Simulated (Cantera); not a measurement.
Thermodynamics of thermal oxidation and active oxidation of silicon, feed Si + O2 + N2

Input: 1 mol Si, 0.0036 mol O2, a varied amount of N2, equilibrated at 7.50 Torr.

Equilibrium computed with Cantera from the NASA thermochemical tables; the gas is ideal and each condensed phase is pure. Candidate condensed phases: Si, SiO2, Si2N2O, Si3N4; 16 gas species. N2 is the only nitrogen source here; it is nearly inert below about 1500 K, so the nitride shown seldom forms there in practice. Mutual solubility and eutectic melting of coexisting phases are not modelled. Equilibrium is a limit: real reactors are often held back by kinetics, nucleation or transport.

Stable condensed phases:

```
T in K \ n(N2) in mol
         4.2 6.8  11  18  29  47  77 120 200 330
   2198    A   A   A   A   B   B   B   B   B   B
   2098    A   A   A   A   A   A   B   B   B   B
   1998    A   A   A   A   A   A   A   A   A   B
   1898    A   A   A   A   A   A   A   A   A   A
   1798    C   C   C   C   C   C   C   C   C   C
   1698    C   C   C   C   C   C   C   C   C   C
   1598    D   D   D   D   D   C   C   C   C   C
   1498    D   D   D   D   D   D   D   D   D   D
   1398    D   D   D   D   D   D   D   D   D   D
```

A: Si; B: gas only; C: Si3N4; D: Si2N2O + Si3N4.
